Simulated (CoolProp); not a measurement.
Aqueous magnesium chloride as a coolant, at 8 °C, 1 atm.

The numbers come from the Melinder's fits for secondary coolants in CoolProp.

```
mass %  freezing point (°C)  cp (kJ/(kg K))  viscosity (mPa s)  Prandtl number  density (kg/m³)
------  -------------------  --------------  -----------------  --------------  ---------------
1.7                    -1.1           4.086               1.54            11.0             1014
4.3                    -2.5           3.924               1.65            11.4             1037
7                      -4.7           3.762               1.81            12.1             1060
9.6                    -7.7           3.611               2.08            13.5             1084
12.2                  -11.7           3.465               2.44            15.4             1107
14.9                  -16.6           3.322               2.81            17.3             1131
17.5                  -22.2           3.193               3.15            18.8             1155
20.2                  -29.3           3.068               3.87            22.5             1182
22.8                  -38.7           2.953               6.64            37.9             1210
25.5                  -53.4           2.834               27.4             154             1243
```
